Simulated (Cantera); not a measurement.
Charge: 1 mol HMDSO, 7 mol CO2, 16 mol H2, at 13.3 mbar.

Equilibrium computed with Cantera from the NASA thermochemical tables; the gas is ideal and each condensed phase is pure. Candidate condensed phases: C, C6H6, C7H8, C8H18, H2O, Si, SiC, SiO2; 123 gas species. The feed counts by its element totals alone. Mutual solubility and eutectic melting of coexisting phases are not modelled. The tables hold silica as quartz up to 1696 K and as liquid above; real silica turns to tridymite and cristobalite and melts near 1996 K. The numbers say what is thermodynamically allowed, not how fast it happens.

log p: log10 of the partial pressure in bar; n: condensed amount in mol.

```json
[
 {"T (°C)": "525", "log p H2": "-2.03", "log p CO": "-2.59", "log p CO2": "-3.17", "log p SiO": "<-13", "log p H2O": "-3.23", "n C(graphite)": "4.81", "n SiO2(α-quartz)": "2.00", "n SiO2(β-quartz)": "0", "n SiC(s)": "0"},
 {"T (°C)": "625", "log p H2": "-2.03", "log p CO": "-2.41", "log p CO2": "-4.06", "log p SiO": "<-13", "log p H2O": "-4.04", "n C(graphite)": "2.40", "n SiO2(α-quartz)": "0", "n SiO2(β-quartz)": "2.00", "n SiC(s)": "0"},
 {"T (°C)": "725", "log p H2": "-2.03", "log p CO": "-2.39", "log p CO2": "[?]", "log p SiO": "<-13", "log p H2O": "[?]", "n C(graphite)": "2.04", "n SiO2(α-quartz)": "0", "n SiO2(β-quartz)": "2.00", "n SiC(s)": "0"},
 {"T (°C)": "825", "log p H2": "-2.03", "log p CO": "-2.39", "log p CO2": "-5.82", "log p SiO": "-12.30", "log p H2O": "-5.46", "n C(graphite)": "2.00", "n SiO2(α-quartz)": "0", "n SiO2(β-quartz)": "2.00", "n SiC(s)": "0"},
 {"T (°C)": "925", "log p H2": "-2.03", "log p CO": "-2.39", "log p CO2": "[?]", "log p SiO": "[?]", "log p H2O": "[?]", "n C(graphite)": "2.00", "n SiO2(α-quartz)": "0", "n SiO2(β-quartz)": "2.00", "n SiC(s)": "0"},
 {"T (°C)": "1025", "log p H2": "-2.03", "log p CO": "-2.39", "log p CO2": "-7.06", "log p SiO": "-7.29", "log p H2O": "-6.46", "n C(graphite)": "2.00", "n SiO2(α-quartz)": "0", "n SiO2(β-quartz)": "2.00", "n SiC(s)": "0"},
 {"T (°C)": "1125", "log p H2": "-2.03", "log p CO": "-2.39", "log p CO2": "-7.54", "log p SiO": "-5.33", "log p H2O": "-6.85", "n C(graphite)": "1.99", "n SiO2(α-quartz)": "0", "n SiO2(β-quartz)": "1.99", "n SiC(s)": "0"},
 {"T (°C)": "1225", "log p H2": "-2.05", "log p CO": "-2.36", "log p CO2": "-7.42", "log p SiO": "-4.14", "log p H2O": "-6.70", "n C(graphite)": "0", "n SiO2(α-quartz)": "0", "n SiO2(β-quartz)": "1.20", "n SiC(s)": "0.599"},
 {"T (°C)": "1325", "log p H2": "-2.08", "log p CO": "-2.36", "log p CO2": "-7.39", "log p SiO": "-3.18", "log p H2O": "-6.63", "n C(graphite)": "0", "n SiO2(α-quartz)": "0", "n SiO2(β-quartz)": "0", "n SiC(s)": "0.000357"},
 {"T (°C)": "1425", "log p H2": "-2.08", "log p CO": "-2.36", "log p CO2": "-7.78", "log p SiO": "-3.18", "log p H2O": "-6.97", "n C(graphite)": "0", "n SiO2(α-quartz)": "0", "n SiO2(β-quartz)": "0", "n SiC(s)": "0"},
 {"T (°C)": "1525", "log p H2": "-2.08", "log p CO": "-2.36", "log p CO2": "-7.67", "log p SiO": "-3.18", "log p H2O": "-6.81", "n C(graphite)": "0", "n SiO2(α-quartz)": "0", "n SiO2(β-quartz)": "0", "n SiC(s)": "0"},
 {"T (°C)": "1625", "log p H2": "-2.08", "log p CO": "-2.36", "log p CO2": "-7.51", "log p SiO": "-3.18", "log p H2O": "-6.60", "n C(graphite)": "0", "n SiO2(α-quartz)": "0", "n SiO2(β-quartz)": "0", "n SiC(s)": "0"}
]
```

Complete the blanks.


- 725, log p CO2: -5.01
- 725, log p H2O: -4.82
- 925, log p CO2: -6.49
- 925, log p SiO: -9.58
- 925, log p H2O: -6.00
